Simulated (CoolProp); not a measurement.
Model: reference Helmholtz-energy equation of state, Gedanitz 2015, in CoolProp.

### Question
For cyclopentane, give the phase and the cv (kJ/(kg K)), fugacity coefficient at 248.1 K and 77.3 bar; 472.3 K and 57.5 bar.

### Answer
- 248.1 K and 77.3 bar: liquid; cv 1.10, fugacity coefficient 0.000661
- 472.3 K and 57.5 bar: liquid; cv 2.04, fugacity coefficient 0.376
